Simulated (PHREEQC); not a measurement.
Solution (60 °C): 0.0074 mol/kgw NH4HSO4. Closed to the air; pH follows from the charge balance.

Equilibrium calculation in PHREEQC: ion-association model, wateq4f.dat.

The ionic strength comes out as 0.0162 mol/kgw. What activity coefficients do H+, HSO4-, NH4+, SO4-2, NH4SO4- get?

H+ 0.89, HSO4- 0.87, NH4+ 0.87, SO4-2 0.59, NH4SO4- 0.88.

Precipitation was switched off in this run. At this temperature some constants are extrapolated from 25 °C, and those without enthalpy data are left unchanged.
